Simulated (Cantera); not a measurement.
A closed system holds: 1 mol CH3Cl, 0.048 mol CH4, 0.083 mol H2, at 2150 K and 3200 Pa.

Cantera equilibrium calculation (NASA polynomials, part measured and part estimated; ideal gas, pure solids and liquids). Candidate condensed phases: C, C6H6, C7H8, C8H18; 91 gas species. Equilibrium is a limit: real reactors are often held back by kinetics, nucleation or transport.

Base state: H2 0.529, HCl 0.442, H 0.0172, Cl 0.0105, C2H2 (acetylene) 0.00103 (mole fractions); condensed: C(graphite).

Q: What changes in the equilibrium state with this change: temperature from 2150 K to 2448 K?

A: 
```tsv
species	before	after
H2	0.529	0.487
HCl	0.442	0.387
H	0.0172	0.0777
Cl	0.0105	0.0438
C2H	9.98e-7	4.31e-5
C4H2	8.06e-7	1.50e-5
C(graphite), mol	1.04	1.03
```
